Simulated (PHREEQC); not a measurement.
Solution (53 °C): 0.063 mol HCl, 0.012 mol MnSO4 and 0.00044 mol Na2SO4 per kg of water. Closed to the air; pH follows from the charge balance.

All values are PHREEQC results (ion-association model, phreeqc.dat), not measurements.

This is a speciation only: nothing precipitates in the calculation.

Task: What pH does the model give?

Result: pH 1.35.

Task: In which forms is Mn present?

Result: Mn+2 84 %, MnCl+ 8.2 %, MnSO4 8.0 % of the Mn.

Species that the database lacks are ignored. At this temperature some constants are extrapolated from 25 °C, and those without enthalpy data are left unchanged.
